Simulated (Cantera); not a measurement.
# Ignition delay

Mixture: H2 : O2 : N2 : NO = 1 : 0.649 : 3.05 : 0.0099 (molar parts), at 750 Torr, adiabatic and at constant volume. Ignition delay is the time to a rise of 400 K.

Model: GRI-Mech 3.0 (53 species, 325 reactions), integrated in Cantera. The mechanism lacks 2 NO + O2 → 2 NO2 and HONO, so NO2 and the effect of NO are under-described below about 1400 K. Where the delays flatten at high temperature, the 400 K rule measures the pace of heat release, not the induction time.

```json
[
 {"T0 (K)": "1123", "delay (ms)": "0.0805"},
 {"T0 (K)": "1223", "delay (ms)": "0.0464"},
 {"T0 (K)": "1323", "delay (ms)": "0.0310"},
 {"T0 (K)": "1423", "delay (ms)": "0.0233"},
 {"T0 (K)": "1523", "delay (ms)": "0.0195"},
 {"T0 (K)": "1623", "delay (ms)": "0.0178"},
 {"T0 (K)": "1723", "delay (ms)": "0.0176"},
 {"T0 (K)": "1823", "delay (ms)": "0.0184"},
 {"T0 (K)": "1923", "delay (ms)": "0.0200"},
 {"T0 (K)": "2023", "delay (ms)": "0.0223"}
]
```
